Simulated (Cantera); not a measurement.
A closed system holds: 1 mol CCl₄, a varied amount of H₂, at 1425 K and 0.00130 bar.

Cantera equilibrium calculation (NASA polynomials, part measured and part estimated; ideal gas, pure solids and liquids). Candidate condensed phases: C, C₆H₆, C₇H₈, C₈H₁₈; 91 gas species. Equilibrium is a limit: real reactors are often held back by kinetics, nucleation or transport.

### Question
At 1.7 mol H₂, list the 3 most abundant gas species with their mole fractions, and the condensed phases.

### Answer
HCl 0.864, Cl 0.120, Cl₂ 0.0160. Condensed: C(graphite).
